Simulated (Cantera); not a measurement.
## Pyrogenic steam for wet oxidation

A perfectly stirred reactor is fed with 32.0 % H₂, 36.4 % O₂, 31.6 % N₂, at 15000 Pa; it is held at 1350 K, and followed from long to short residence time.

Model: the H2/O2 subset of GRI-Mech 3.0, which has no nitrogen chemistry, integrated in Cantera. The temperature is held fixed by assumption; the heat of reaction is taken as removed at once.

```csv
τ (s),x H₂,x O₂,x H,x HO₂,x H₂O
0.73,0.000263,0.242,2.79e-5,5.65e-6,0.380
0.34,0.000437,0.242,6.06e-5,8.58e-6,0.379
0.16,0.000720,0.242,0.000130,1.25e-5,0.379
0.077,0.00116,0.242,0.000271,1.74e-5,0.378
0.036,0.00191,0.241,0.000581,2.34e-5,0.376
0.017,0.00308,0.241,0.00123,2.97e-5,0.374
0.0080,0.00495,0.240,0.00258,3.56e-5,0.369
0.0038,0.00782,0.240,0.00532,4.06e-5,0.362
```
x: mole fraction; the columns are a selection and need not sum to one.
